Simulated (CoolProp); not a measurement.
Computed with CoolProp (reference Helmholtz-energy equation of state, Penoncello 2003).

### Question
For CHF3 (R23), give the phase and the density (kg/m³), speed of sound (m/s), expansivity (1/kK), fugacity coefficient at 447.3 K and 21200 kPa.

### Answer
- 447.3 K and 21200 kPa: supercritical; density 487, speed of sound 270, expansivity 4.64, fugacity coefficient 0.750
